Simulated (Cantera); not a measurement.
**Pyrogenic steam for wet oxidation**

An isothermal, constant-pressure homogeneous reactor starts with H₂ : O₂ : N₂ = 1.3 : 1 : 0.54 (molar parts), equivalence ratio 0.65, at 823 K and 100.0 Torr.

Computed with Cantera and the H2/O2 subset of GRI-Mech 3.0, which has no nitrogen chemistry. Radical loss at walls, strong at low pressure, is not modelled. Below about 950 K walls govern HO2 and H2O2 in real vessels. The temperature is held fixed by assumption; the heat of reaction is taken as removed at once.

```json
[
 {"t (s)": "5.00e-5", "x H₂": "0.458", "x O₂": "0.352", "x H₂O₂": "<1e-12", "x H": "1.97e-12", "x HO₂": "2.61e-12"},
 {"t (s)": "0.000307", "x H₂": "0.458", "x O₂": "0.352", "x H₂O₂": "<1e-12", "x H": "1.56e-11", "x HO₂": "3.32e-11"},
 {"t (s)": "0.00188", "x H₂": "0.458", "x O₂": "0.352", "x H₂O₂": "5.63e-12", "x H": "1.03e-9", "x HO₂": "4.09e-9"},
 {"t (s)": "0.0115", "x H₂": "0.297", "x O₂": "0.285", "x H₂O₂": "4.44e-5", "x H": "4.71e-8", "x HO₂": "8.17e-5"},
 {"t (s)": "0.0707", "x H₂": "0.297", "x O₂": "0.285", "x H₂O₂": "8.53e-5", "x H": "6.17e-9", "x HO₂": "8.49e-6"},
 {"t (s)": "0.434", "x H₂": "0.297", "x O₂": "0.285", "x H₂O₂": "0.000101", "x H": "6.59e-9", "x HO₂": "6.89e-6"},
 {"t (s)": "2.66", "x H₂": "0.297", "x O₂": "0.284", "x H₂O₂": "0.000228", "x H": "1.38e-8", "x HO₂": "1.01e-5"},
 {"t (s)": "16.3", "x H₂": "0.281", "x O₂": "0.277", "x H₂O₂": "0.00124", "x H": "6.30e-8", "x HO₂": "2.20e-5"},
 {"t (s)": "100", "x H₂": "0.154", "x O₂": "0.224", "x H₂O₂": "0.000963", "x H": "3.95e-8", "x HO₂": "1.95e-5"}
]
```
x: mole fraction; the columns are a selection and need not sum to one.

Equilibrium at this temperature and pressure: H₂ <1e-12, O₂ 0.160, H₂O₂ 1.57e-11, H <1e-12, HO₂ 3.59e-11 (gas phase only).
